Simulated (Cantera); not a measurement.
What does this Cantera script print?

```python
import numpy as np
import cantera as ct

gas_names = [...]  # 148 gases of nasa_gas.yaml made of Al, C, H, N, O
cond_names = """
    AL(cr) AL(L) ALN(s) AL2O3(a) AL2O3(L) C(gr) C6H6(L) C7H8(L) C8H18(L),n-octa H2O(s) H2O(L)
""".split()


# ... load() reads the species with a 1 bar reference pressure and builds the phases ...
atoms = {
    'Al(CH3)3': {'AL': 1, 'C': 3, 'H': 9},
    'NH3': {'N': 1, 'H': 3},
    'N2': {'N': 2},
    'O2': {'O': 2},
}
top_T = {'ALN(s)': 2750, 'C(gr)': 4500}  # K; cautious upper limits of use, not melting points


# ... equilibrate(T, P, feed) seeds the gas with the atoms and calls Mixture.equilibrate('TP', solver="vcs", rtol=1e-11, max_steps=5000) ...
results = []
feed = {'Al(CH3)3': 1, 'NH3': 310, 'N2': 68, 'O2': 15}  # mol
T = 2098.15  # K
P = 220  # Pa
mix = equilibrate(T, P, feed)
results.append((T, P, feed, dict(zip(mix.species_names, mix.species_moles))))
x = sorted(zip(gas.X, gas.species_names), reverse=True)
print(f"T = {T:g} K  P = {P:g} Pa  gas = {mix.phase_moles(0):.4g} mol")
print("   x: " + "  ".join(f"{s} {v:.3e}" for v, s in x if v > 1e-05))
print("   condensed (mol): " + ("  ".join(f"{mix.phase(i).name} {mix.phase_moles(i):.4g}"
      for i in range(1, mix.n_phases) if mix.phase_moles(i) > 1e-12) or "none"))
```

Result:

```
T = 2098.15 K  P = 220 Pa  gas = 713.8 mol
   x: H2 5.969e-01  N2 3.124e-01  H 5.074e-02  H2O 3.531e-02  CO 4.153e-03  OH 3.562e-04  CO2 4.979e-05  O 2.160e-05  ALOH 1.628e-05  AL 1.066e-05  NO 1.005e-05
   condensed (mol): AL2O3(a) 0.4875
```

Method: chemical equilibrium by Gibbs-energy minimisation in Cantera with the NASA 1993 tables (ideal gas, pure condensed phases). The feed counts by its element totals alone. The tables' values for AlOH are old estimates; treat these amounts as uncertain.
